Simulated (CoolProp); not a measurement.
Vapour pressure (kPa) of nitrogen: the reference equation beside estimates from Tc = -147.0 °C, pc = 3396 kPa, ω = 0.037.

The numbers come from the reference Helmholtz-energy equation of state, Span 2000 in CoolProp.

| T (°C) | reference | van der Waals | Soave-Redlich-Kwong | Peng-Robinson |
|---|---|---|---|---|
| -179.75 | 477.1 | 899.3 | 479.1 | 478.4 |
| -177.45 | 570.1 | 1012 | 573.5 | 571.7 |
| -175.15 | 675.6 | 1133 | 680.7 | 677.5 |
| -172.85 | 794.6 | 1263 | 801.6 | 797.0 |
| -170.45 | 934.0 | 1409 | 943.5 | 937.2 |
| -168.15 | 1083 | 1557 | 1095 | 1087 |
| -165.85 | 1249 | 1716 | 1264 | 1254 |
| -163.55 | 1432 | 1884 | 1450 | 1439 |
| -161.25 | 1634 | 2062 | 1654 | 1642 |
| -158.95 | 1855 | 2249 | 1878 | 1866 |
| -156.65 | 2098 | 2447 | 2122 | 2110 |
| -154.25 | 2375 | 2665 | 2400 | 2388 |

Absolute difference from the reference over all 12 rows, mean and median: van der Waals 44.4 and 40.6 %, Soave-Redlich-Kwong 1.0 and 1.1 %, Peng-Robinson 0.4 and 0.4 %.
